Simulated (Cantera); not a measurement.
Al + Cl2 (aluminium and copper etching)

Feed: 1 mol Al, 2.3 mol Cl2, at 750 Torr.

Method: chemical equilibrium by Gibbs-energy minimisation in Cantera with the NASA 1993 tables (ideal gas, pure condensed phases). Candidate condensed phases: Al, AlCl3; 8 gas species. Kinetics and transport are ignored.

```
T (K)  log p Cl2  log p AlCl3  log p Al2Cl6  log p Cl  log p AlCl2
-----  ---------  -----------  ------------  --------  -----------
525        -0.21        -2.54         -0.42     -9.34         <-12
625        -0.22        -1.58         -0.44     -7.39         <-12
725        -0.24        -0.92         -0.52     -5.98         <-12
825        -0.28        -0.52         -0.75     -4.93         <-12
925        -0.32        -0.34         -1.18     -4.10         <-12
1025       -0.34        -0.28         -1.71     -3.42       -11.22
1125       -0.35        -0.26         -2.19     -2.86        -9.84
1225       -0.35        -0.26         -2.61     -2.39        -8.70
1325       -0.36        -0.26         -2.96     -1.99        -7.73
1425       -0.37        -0.26         -3.27     -1.65        -6.90
```
log p: log10 of the partial pressure in bar; nothing condenses.

From 525 K to 1425 K nothing is condensed. The main Al-bearing gas is Al2Cl6 at 525 K and AlCl3 at 1425 K.
